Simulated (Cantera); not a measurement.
What does this Cantera script print?

```python
import numpy as np
import cantera as ct

gas_names = """
    H H2 H2S S SH S2 S8
""".split()
cond_names = """
    S(cr1) S(cr2) S(L)
""".split()


def load(file, names, dense=False):
    # The tables refer to 1 bar. Condensed volumes are neglected.
    table = {s.name: s for s in ct.Species.list_from_file(file)}
    out = []
    for n in names:
        d = dict(table[n].input_data)
        d["thermo"] = dict(d["thermo"], **{"reference-pressure": 1e5})
        if dense:
            d["equation-of-state"] = {"model": "constant-volume", "density": "1e6 g/cm^3"}
        out.append(ct.Species.from_dict(d))
    return out


gas = ct.Solution(thermo="ideal-gas", species=load("nasa_gas.yaml", gas_names))
cond = {s.name: ct.Solution(thermo="fixed-stoichiometry", species=[s], name=s.name)
        for s in load("nasa_condensed.yaml", cond_names, dense=True)}
atoms = {
    'H2S': {'H': 2, 'S': 1},
    'H2': {'H': 2},
}
top_T = {}  # K; cautious upper limits of use, not melting points


def equilibrate(T, P, feed):
    n = {}
    for name, mol in feed.items():
        for a, k in atoms[name].items():
            n[a] = n.get(a, 0.0) + k * mol
    gas.TPX = T, P, n
    mass = sum(n.values()) * gas.mean_molecular_weight
    gas.equilibrate("TP")
    valid = [c for c in cond.values() if c.min_temp <= T <= top_T.get(c.name, c.max_temp)]
    mix = ct.Mixture([(gas, mass / gas.mean_molecular_weight)] + [(c, 0.0) for c in valid])
    mix.T, mix.P = T, P
    mix.equilibrate("TP", solver="vcs", rtol=1e-11, max_steps=5000)
    return mix


results = []
feed = {'H2S': 1, 'H2': 0.17}  # mol
T = 1025  # K
P = 10000  # Pa
mix = equilibrate(T, P, feed)
results.append((T, P, feed, dict(zip(mix.species_names, mix.species_moles))))
x = sorted(zip(gas.X, gas.species_names), reverse=True)
print(f"T = {T:g} K  P = {P:g} Pa  gas = {mix.phase_moles(0):.4g} mol")
print("   x: " + "  ".join(f"{s} {v:.3e}" for v, s in x if v > 1e-05))
print("   condensed (mol): " + ("  ".join(f"{mix.phase(i).name} {mix.phase_moles(i):.4g}"
      for i in range(1, mix.n_phases) if mix.phase_moles(i) > 1e-12) or "none"))
```

It prints:

```
T = 1025 K  P = 10000 Pa  gas = 1.192 mol
   x: H2S 8.022e-01  H2 1.794e-01  S2 1.837e-02  SH 5.856e-05
   condensed (mol): none
```

These are equilibrium values from Cantera (NASA tables, ideal gas, pure condensed phases), not measurements of a reactor. Gases not in the tables: S3 to S7.
